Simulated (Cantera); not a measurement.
A closed system holds: 1 mol SiHCl3, 3.1 mol HCl, 64 mol H2, at 0.610 bar.

Method: chemical equilibrium by Gibbs-energy minimisation in Cantera with the NASA 1993 tables (ideal gas, pure condensed phases). Candidate condensed phases: Si; 19 gas species. Gases not in the tables: Si2H6 and higher silanes. Kinetics and transport are ignored.

Q: Which condensed phases are stable at each of these points (T (K)): 850, 925, 1000, 1075, 1150, 1225, 1300, 1375, 1450, 1525, 1600, 1675?

A: 
```json
[
 {"T (K)": "850", "condensed phases": "gas only", "Si condensed (%)": "0.0"},
 {"T (K)": "925", "condensed phases": "gas only", "Si condensed (%)": "0.0"},
 {"T (K)": "1000", "condensed phases": "gas only", "Si condensed (%)": "0.0"},
 {"T (K)": "1075", "condensed phases": "gas only", "Si condensed (%)": "0.0"},
 {"T (K)": "1150", "condensed phases": "gas only", "Si condensed (%)": "0.0"},
 {"T (K)": "1225", "condensed phases": "gas only", "Si condensed (%)": "0.0"},
 {"T (K)": "1300", "condensed phases": "gas only", "Si condensed (%)": "0.0"},
 {"T (K)": "1375", "condensed phases": "gas only", "Si condensed (%)": "0.0"},
 {"T (K)": "1450", "condensed phases": "Si(s)", "Si condensed (%)": "1.7"},
 {"T (K)": "1525", "condensed phases": "Si(s)", "Si condensed (%)": "2.7"},
 {"T (K)": "1600", "condensed phases": "Si(s)", "Si condensed (%)": "2.1"},
 {"T (K)": "1675", "condensed phases": "Si(s)", "Si condensed (%)": "0.8"}
]
```

From 850 K to 1375 K nothing is condensed. From 1450 K to 1675 K the condensed part is Si(s).
